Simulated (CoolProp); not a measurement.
Properties of dimethyl carbonate at several states.

The numbers come from the reference Helmholtz-energy equation of state, Zhou 2011 in CoolProp.

```json
[
 {"T (K)": "511", "p (MPa)": "23", "phase": "liquid", "density (kg/m³)": "810.0", "cp (kJ/(kg K))": "2.252", "speed of sound (m/s)": "650.4", "expansivity (1/kK)": "1.799"},
 {"T (K)": "424.6", "p (MPa)": "0.103", "phase": "gas", "density (kg/m³)": "2.675", "cp (kJ/(kg K))": "1.513", "speed of sound (m/s)": "201.2", "expansivity (1/kK)": "2.493"},
 {"T (K)": "438.2", "p (MPa)": "0.564", "phase": "gas", "density (kg/m³)": "15.37", "cp (kJ/(kg K))": "1.611", "speed of sound (m/s)": "190.1", "expansivity (1/kK)": "3.131"},
 {"T (K)": "401.4", "p (MPa)": "0.0688", "phase": "gas", "density (kg/m³)": "1.883", "cp (kJ/(kg K))": "1.454", "speed of sound (m/s)": "196.5", "expansivity (1/kK)": "2.608"}
]
```
